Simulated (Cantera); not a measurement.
Input (Python, Cantera):

```python
import numpy as np
import cantera as ct

gas = ct.Solution("gri30.yaml")
gas.TPX = 1723, 21, {'C2H6': 1, 'N2': 35}
reactor = ct.IdealGasConstPressureReactor(gas, energy="off", clone=False)
net = ct.ReactorNet([reactor])
net.rtol, net.atol = 1e-08, 1e-18
show = ['C2H6', 'C2H', 'H2', 'CH3', 'HCN', 'CH2', 'CH4']
times = np.geomspace(0.0002, 30, 13)

steps = ct.SolutionArray(gas, extra=["t"])
rows = []
print(f"{'t/s':>10s}{'T/K':>9s}{'P/Pa':>11s}" + "".join(f"{s:>11s}" for s in show))
for t in times:
    while net.time < t:
        t_next = net.step()
        steps.append(gas.state, t=t_next)
    rows.append([np.interp(t, steps.t, y) for y in (steps.T, steps.P, *steps(*show).X.T)])
    print(f"{t:10.3e}{rows[-1][0]:9.1f}{rows[-1][1]:11.4g}" + "".join(f"{x:11.3e}" for x in rows[-1][2:]))
rate = np.gradient(steps.T, steps.t)
print("integrator steps:", len(steps.t))
if steps.T.max() > steps.T[0] + 200:
    print(f"time of steepest temperature rise: {steps.t[rate.argmax()]:.4e} s")
gas.TPX = 1723, 21, {'C2H6': 1, 'N2': 35}
gas.equilibrate("TP")
print(f"equilibrium (TP): T = {gas.T:.1f} K  " + "  ".join(f"{s} {gas[s].X[0]:.3e}" for s in show))
```

Output:

```
       t/s      T/K       P/Pa       C2H6        C2H         H2        CH3        HCN        CH2        CH4
 2.000e-04   1723.0         21  2.761e-02  2.842e-22  8.579e-09  3.202e-04  8.838e-16  4.992e-10  1.621e-07
 5.400e-04   1723.0         21  2.733e-02  8.977e-20  7.747e-08  8.589e-04  1.746e-14  1.102e-08  1.178e-06
 1.458e-03   1723.0         21  2.659e-02  7.664e-17  1.316e-06  2.275e-03  4.348e-13  2.207e-07  8.477e-06
 3.936e-03   1723.0         21  2.463e-02  1.833e-13  4.021e-05  5.787e-03  1.593e-10  3.770e-06  5.953e-05
 1.063e-02   1723.0         21  1.910e-02  2.347e-09  1.072e-03  1.284e-02  1.237e-07  3.568e-05  3.831e-04
 2.869e-02   1723.0         21  6.287e-03  9.266e-07  9.147e-03  1.941e-02  4.178e-06  9.635e-05  2.039e-03
 7.746e-02   1723.0         21  9.051e-05  5.374e-06  2.842e-02  7.826e-03  2.126e-05  7.910e-05  4.609e-03
 2.091e-01   1723.0         21  9.738e-07  3.382e-06  4.105e-02  2.096e-03  3.374e-05  2.462e-05  4.303e-03
 5.646e-01   1723.0         21  2.642e-07  2.026e-06  4.573e-02  9.163e-04  3.901e-05  8.656e-06  3.548e-03
 1.524e+00   1723.0         21  9.199e-08  1.350e-06  4.770e-02  4.857e-04  4.232e-05  3.552e-06  2.851e-03
 4.116e+00   1723.0         21  3.335e-08  9.709e-07  4.895e-02  2.728e-04  4.489e-05  1.559e-06  2.224e-03
 1.111e+01   1723.0         21  1.269e-08  7.928e-07  4.998e-02  1.620e-04  4.729e-05  7.877e-07  1.622e-03
 3.000e+01   1723.0         21  4.756e-09  7.994e-07  5.097e-02  9.879e-05  5.056e-05  4.931e-07  9.874e-04
integrator steps: 991
equilibrium (TP): T = 1723.0 K  C2H6 5.125e-17  C2H 1.935e-06  H2 5.113e-02  CH3 2.155e-08  HCN 4.142e-02  CH2 1.273e-09  CH4 1.899e-08
```

Model: GRI-Mech 3.0 (53 species, 325 reactions), integrated in Cantera. GRI-Mech 3.0 stops at C3 and has no aromatics, soot or wall deposition, so with more carbon than oxygen in the feed, carbon stays in small species such as C2H2 where larger ones or solid carbon would form. Radical loss at walls, strong at low pressure, is not modelled.
